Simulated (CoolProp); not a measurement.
Saturated liquid density (kg/m³) of benzene: the reference equation beside estimates from Tc = 562.0 K, pc = 49.06 bar, ω = 0.211. Rackett uses Z = 0.29056 − 0.08775 ω.

Values from CoolProp's reference Helmholtz-energy equation of state, Thol 2012.

```
T (K)  reference  Rackett  van der Waals  Soave-Redlich-Kwong
-----  ---------  -------  -------------  -------------------
378.7      784.2    775.7          478.5                718.0
389        772.0    763.8          471.3                705.9
399.3      759.5    751.6          463.8                693.2
409.6      746.7    739.0          456.0                679.9
419.9      733.6    726.0          448.0                666.0
430.2      720.1    712.5          439.6                651.2
440.5      706.1    698.6          430.8                635.7
450.9      691.4    683.9          421.5                619.1
461.2      676.2    668.7          411.9                601.6
471.5      660.3    652.8          401.7                583.0
481.8      643.4    635.9          390.9                563.0
492.1      625.3    617.9          379.3                541.6
502.4      605.7    598.4          366.8                518.2
512.7      584.1    577.2          353.2                492.7
```

Absolute difference from the reference over all 14 rows, mean and median: Rackett 1.1 and 1.1 %, van der Waals 39.1 and 39.0 %, Soave-Redlich-Kwong 10.9 and 10.2 %.
